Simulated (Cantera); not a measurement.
What does this Cantera script print?

```python
import numpy as np
import cantera as ct

gas = ct.Solution("gri30.yaml")
gas.TPX = 2025, 1333, {'CH4': 0.014, 'H2': 1, 'CO2': 0.02}
inlet = ct.Reservoir(gas, clone=True)

reactor = ct.IdealGasConstPressureReactor(gas, energy="off", clone=False)
exhaust = ct.Reservoir(gas, clone=True)
tau = [2.5, 0.7, 0.19, 0.054, 0.015, 0.0042, 0.0012][0]
for a, b in ((inlet, reactor), (reactor, exhaust)):
    ct.MassFlowController(a, b, mdot=lambda t: reactor.mass / tau)
net = ct.ReactorNet([reactor])
show = ['CH4', 'H2', 'CO2', 'CH2CO', 'C2H6', 'HO2', 'C2H4']

rows = []
print(f"{'tau/s':>10s}{'T/K':>9s}" + "".join(f"{s:>11s}" for s in show))
for tau in [2.5, 0.7, 0.19, 0.054, 0.015, 0.0042, 0.0012]:
    net.initial_time = 0.0
    net.advance(30 * tau)
    before = gas.X
    net.advance(40 * tau)
    drift = np.max(np.abs(gas.X - before) / (gas.X + 1e-9))
    rows.append([gas.T, *gas[show].X, drift])
    print(f"{tau:10.3e}{gas.T:9.1f}" + "".join(f"{x:11.3e}" for x in gas[show].X))
```

Output:

```
     tau/s      T/K        CH4         H2        CO2      CH2CO       C2H6        HO2       C2H4
 2.500e+00   2025.0  6.760e-04  9.477e-01  9.511e-05  1.158e-07  4.630e-09  1.522e-13  5.513e-07
 7.000e-01   2025.0  1.509e-03  9.470e-01  2.051e-04  2.611e-07  1.957e-08  2.350e-13  1.740e-06
 1.900e-01   2025.0  3.382e-03  9.466e-01  6.581e-04  3.394e-07  7.847e-08  2.651e-13  5.480e-06
 5.400e-02   2025.0  6.832e-03  9.477e-01  2.493e-03  2.417e-07  2.353e-07  2.415e-13  1.439e-05
 1.500e-02   2025.0  1.116e-02  9.539e-01  8.895e-03  6.943e-08  3.348e-07  2.185e-13  1.998e-05
 4.200e-03   2025.0  1.309e-02  9.638e-01  1.727e-02  4.717e-09  9.538e-08  1.287e-13  6.359e-06
 1.200e-03   2025.0  1.342e-02  9.665e-01  1.915e-02  1.012e-10  1.068e-08  5.302e-14  5.428e-07
```

Computed with Cantera and GRI-Mech 3.0 (53 species, 325 reactions). Radical loss at walls, strong at low pressure, is not modelled.
